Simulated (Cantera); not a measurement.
What does this Cantera script print?

```python
import numpy as np
import cantera as ct

gas = ct.Solution("gri30.yaml")
gas.TPX = 1875, 53000, {'CH4': 1, 'CO2': 0.86, 'H2': 0.63}
reactor = ct.IdealGasConstPressureReactor(gas, energy="off", clone=False)
net = ct.ReactorNet([reactor])
net.rtol, net.atol = 1e-08, 1e-18
show = ['CH4', 'CO2', 'H2', 'C2H6', 'H', 'C2H2']
times = np.geomspace(9e-05, 50, 15)

steps = ct.SolutionArray(gas, extra=["t"])
rows = []
print(f"{'t/s':>10s}{'T/K':>9s}{'P/Pa':>11s}" + "".join(f"{s:>11s}" for s in show))
for t in times:
    while net.time < t:
        t_next = net.step()
        steps.append(gas.state, t=t_next)
    rows.append([np.interp(t, steps.t, y) for y in (steps.T, steps.P, *steps(*show).X.T)])
    print(f"{t:10.3e}{rows[-1][0]:9.1f}{rows[-1][1]:11.4g}" + "".join(f"{x:11.3e}" for x in rows[-1][2:]))
rate = np.gradient(steps.T, steps.t)
print("integrator steps:", len(steps.t))
if steps.T.max() > steps.T[0] + 200:
    print(f"time of steepest temperature rise: {steps.t[rate.argmax()]:.4e} s")
gas.TPX = 1875, 53000, {'CH4': 1, 'CO2': 0.86, 'H2': 0.63}
gas.equilibrate("TP")
print(f"equilibrium (TP): T = {gas.T:.1f} K  " + "  ".join(f"{s} {gas[s].X[0]:.3e}" for s in show))
```

Result:

```
       t/s      T/K       P/Pa        CH4        CO2         H2       C2H6          H       C2H2
 9.000e-05   1875.0    5.3e+04  3.849e-01  3.410e-01  2.602e-01  7.378e-04  2.038e-04  4.171e-04
 2.315e-04   1875.0    5.3e+04  3.387e-01  3.249e-01  2.906e-01  1.046e-03  2.959e-04  8.490e-03
 5.955e-04   1875.0    5.3e+04  2.495e-01  2.826e-01  3.539e-01  5.815e-04  3.559e-04  4.181e-02
 1.532e-03   1875.0    5.3e+04  1.473e-01  2.102e-01  4.062e-01  2.235e-04  4.263e-04  8.332e-02
 3.941e-03   1875.0    5.3e+04  6.563e-02  1.101e-01  4.073e-01  5.785e-05  4.932e-04  1.123e-01
 1.014e-02   1875.0    5.3e+04  2.520e-02  3.740e-02  3.971e-01  1.164e-05  5.730e-04  1.188e-01
 2.608e-02   1875.0    5.3e+04  1.560e-02  2.435e-02  4.301e-01  4.445e-06  6.252e-04  1.027e-01
 6.708e-02   1875.0    5.3e+04  1.191e-02  1.746e-02  4.770e-01  2.255e-06  6.466e-04  7.622e-02
 1.726e-01   1875.0    5.3e+04  7.873e-03  1.014e-02  5.240e-01  8.758e-07  6.671e-04  4.974e-02
 4.439e-01   1875.0    5.3e+04  4.439e-03  4.505e-03  5.590e-01  2.628e-07  6.828e-04  3.034e-02
 1.142e+00   1875.0    5.3e+04  2.232e-03  1.320e-03  5.786e-01  6.902e-08  6.916e-04  1.973e-02
 2.937e+00   1875.0    5.3e+04  1.183e-03  1.464e-04  5.860e-01  2.371e-08  6.945e-04  1.597e-02
 7.556e+00   1875.0    5.3e+04  1.006e-03  1.352e-06  5.870e-01  1.886e-08  6.948e-04  1.552e-02
 1.944e+01   1875.0    5.3e+04  1.005e-03  4.334e-07  5.870e-01  1.883e-08  6.949e-04  1.552e-02
 5.000e+01   1875.0    5.3e+04  1.005e-03  4.334e-07  5.870e-01  1.883e-08  6.949e-04  1.552e-02
integrator steps: 1918
equilibrium (TP): T = 1875.0 K  CH4 1.005e-03  CO2 4.358e-07  H2 5.870e-01  C2H6 1.883e-08  H 6.949e-04  C2H2 1.552e-02
```

Computed with Cantera and GRI-Mech 3.0 (53 species, 325 reactions).
